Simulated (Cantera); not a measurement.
Feed: 1 mol Al, 0.049 mol HCl, 1.1 mol H₂, 0.087 mol Cl₂, at 1425 K and 7.50 Torr.

Cantera equilibrium calculation (NASA polynomials, part measured and part estimated; ideal gas, pure solids and liquids). Candidate condensed phases: Al, AlCl₃; 12 gas species. The tables' values for AlCl₂ are old estimates; treat these amounts as uncertain. The numbers say what is thermodynamically allowed, not how fast it happens.

Base state: H₂ 0.834, AlCl 0.165, Al 0.000360, AlCl₂ 0.000217, HCl 0.000115, H 6.23e-5, AlH 5.39e-5 (mole fractions); condensed: Al(l).

### Question
What changes in the equilibrium state with this change: Al replaced by TiO₂?

### Answer
| species | before | after |
|---|---|---|
| H₂ | 0.834 | 0.812 |
| HCl | 0.000115 | 0.180 |
| H₂O | 0 | 0.00731 |
| AlCl | 0.165 | 0 |
| Al | 0.000360 | 0 |
| AlCl₂ | 0.000217 | 0 |
| AlH | 5.39e-5 | 0 |
| Cl | 7.02e-9 | 1.12e-5 |
| Al(l), mol | 0.777 | 0 |
| TiO₂(rutile), mol | 0 | 0.964 |
| Ti₄O₇(s), mol | 0 | 0.00903 |
Mutual solubility and eutectic melting of coexisting phases are not modelled. Condensed phases not in the tables: Magnéli phases beyond Ti₄O₇. Further candidate phases: H₂O, Ti, TiCl₂, TiCl₃, TiCl₄, TiO, TiO₂, Ti₂O₃, Ti₃O₅, Ti₄O₇.
